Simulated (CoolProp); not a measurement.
Saturated liquid density (kg/m³) of 1,2-dichloroethane: the reference equation beside estimates from Tc = 561.6 K, pc = 5.226 MPa, ω = 0.269. Rackett uses Z = 0.29056 − 0.08775 ω.

Model: reference Helmholtz-energy equation of state, Thol 2015, in CoolProp.

| T (K) | reference | Rackett | van der Waals | Redlich-Kwong | Soave-Redlich-Kwong | Peng-Robinson |
|---|---|---|---|---|---|---|
| 400.4 | 1083 | 1046 | (withheld) | 903.7 | 943.8 | 1069 |
| 404.5 | 1076 | 1039 | 620.8 | 896.3 | 936.7 | 1061 |
| 408.6 | 1068 | 1031 | 616.6 | 888.8 | 929.5 | 1053 |
| 412.8 | 1060 | 1024 | 612.2 | 880.9 | 921.9 | 1045 |
| 416.9 | 1053 | 1017 | 607.9 | 873.1 | 914.4 | 1037 |
| 421.1 | 1045 | 1009 | 603.3 | 865.0 | 906.5 | 1028 |
| 425.2 | 1037 | 1001 | 598.8 | 857.0 | 898.6 | (withheld) |
| 429.4 | 1029 | 993.7 | 594.2 | (withheld) | 890.4 | 1010 |
| 433.5 | 1020 | 985.9 | 589.5 | 840.2 | 882.2 | 1001 |
| 437.6 | 1012 | 978.0 | 584.8 | 831.7 | (withheld) | 991.3 |
| 441.8 | 1004 | 969.9 | 579.9 | 822.9 | 864.9 | (withheld) |
| 445.9 | 995.2 | 961.7 | 574.9 | 814.0 | 856.1 | 971.5 |
| 450.1 | 986.4 | 953.3 | 569.8 | 804.8 | 846.8 | (withheld) |

Problem. Complete the blanks.

Solution. 
- 400.4, van der Waals: 625.0
- 425.2, Peng-Robinson: 1019
- 429.4, Redlich-Kwong: 848.6
- 437.6, Soave-Redlich-Kwong: 873.7
- 441.8, Peng-Robinson: 981.4
- 450.1, Peng-Robinson: 961.1

Absolute difference from the reference over all 13 rows, mean and median: Rackett 3.4 and 3.4 %, van der Waals 42.3 and 42.3 %, Redlich-Kwong 17.4 and 17.4 %, Soave-Redlich-Kwong 13.4 and 13.3 %, Peng-Robinson 1.8 and 1.7 %.
